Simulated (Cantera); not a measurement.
A Cantera script and what it prints.

```python
import numpy as np
import cantera as ct

gas_names = """
    Cu CuF CuF2 Cu2 F F2 H HF H2 H2F2 H3F3 H4F4 H5F5 H6F6 H7F7
""".split()
cond_names = """
    Cu(cr) Cu(L) CuF2(s) CuF2(L)
""".split()


# ... load() reads the species with a 1 bar reference pressure and builds the phases ...
atoms = {
    'Cu': {'Cu': 1},
    'F2': {'F': 2},
    'H2': {'H': 2},
}
top_T = {}  # K; cautious upper limits of use, not melting points


# ... equilibrate(T, P, feed) seeds the gas with the atoms and calls Mixture.equilibrate('TP', solver="vcs", rtol=1e-11, max_steps=5000) ...
results = []
feed = {'Cu': 1, 'F2': 3, 'H2': 3.7}  # mol
P = 8.1  # Pa
for T in [548, 623, 698, 773, 848, 923, 998, 1073, 1148, 1223, 1298, 1373, 1448, 1523]:
    mix = equilibrate(T, P, feed)
    results.append((T, P, feed, dict(zip(mix.species_names, mix.species_moles))))
    x = sorted(zip(gas.X, gas.species_names), reverse=True)
    print(f"T = {T:g} K  P = {P:g} Pa  gas = {mix.phase_moles(0):.4g} mol")
    print("   x: " + "  ".join(f"{s} {v:.3e}" for v, s in x if v > 1e-06))
    print("   condensed (mol): " + ("  ".join(f"{mix.phase(i).name} {mix.phase_moles(i):.4g}"
          for i in range(1, mix.n_phases) if mix.phase_moles(i) > 1e-12) or "none"))
```

Output:

```
T = 548 K  P = 8.1 Pa  gas = 6.7 mol
   x: HF 8.955e-01  H2 1.045e-01
   condensed (mol): Cu(cr) 1
T = 623 K  P = 8.1 Pa  gas = 6.7 mol
   x: HF 8.955e-01  H2 1.045e-01
   condensed (mol): Cu(cr) 1
T = 698 K  P = 8.1 Pa  gas = 6.7 mol
   x: HF 8.955e-01  H2 1.045e-01
   condensed (mol): Cu(cr) 1
T = 773 K  P = 8.1 Pa  gas = 6.7 mol
   x: HF 8.955e-01  H2 1.045e-01
   condensed (mol): Cu(cr) 1
T = 848 K  P = 8.1 Pa  gas = 6.7 mol
   x: HF 8.955e-01  H2 1.045e-01
   condensed (mol): Cu(cr) 1
T = 923 K  P = 8.1 Pa  gas = 6.7 mol
   x: HF 8.955e-01  H2 1.045e-01
   condensed (mol): Cu(cr) 1
T = 998 K  P = 8.1 Pa  gas = 6.7 mol
   x: HF 8.955e-01  H2 1.045e-01
   condensed (mol): Cu(cr) 1
T = 1073 K  P = 8.1 Pa  gas = 6.7 mol
   x: HF 8.955e-01  H2 1.045e-01  Cu 2.942e-06  CuF 1.312e-06
   condensed (mol): Cu(cr) 1
T = 1148 K  P = 8.1 Pa  gas = 6.7 mol
   x: HF 8.955e-01  H2 1.045e-01  Cu 3.359e-05  CuF 8.526e-06  H 2.573e-06
   condensed (mol): Cu(cr) 0.9997
T = 1223 K  P = 8.1 Pa  gas = 6.702 mol
   x: HF 8.952e-01  H2 1.045e-01  Cu 2.832e-04  CuF 4.387e-05  H 1.080e-05
   condensed (mol): Cu(cr) 0.9978
T = 1298 K  P = 8.1 Pa  gas = 6.713 mol
   x: HF 8.936e-01  H2 1.043e-01  Cu 1.858e-03  CuF 1.859e-04  H 3.846e-05
   condensed (mol): Cu(cr) 0.9863
T = 1373 K  P = 8.1 Pa  gas = 6.769 mol
   x: HF 8.858e-01  H2 1.037e-01  Cu 9.757e-03  CuF 6.590e-04  H 1.191e-04  Cu2 1.548e-06
   condensed (mol): Cu(L) 0.9295
T = 1448 K  P = 8.1 Pa  gas = 6.994 mol
   x: HF 8.559e-01  H2 1.009e-01  Cu 4.095e-02  CuF 1.915e-03  H 3.253e-04  Cu2 1.132e-05
   condensed (mol): Cu(L) 0.7
T = 1523 K  P = 8.1 Pa  gas = 7.687 mol
   x: HF 7.765e-01  Cu 1.259e-01  H2 9.271e-02  CuF 4.078e-03  H 7.819e-04  Cu2 4.837e-05
   condensed (mol): none
```

Method: chemical equilibrium by Gibbs-energy minimisation in Cantera with the NASA 1993 tables (ideal gas, pure condensed phases).
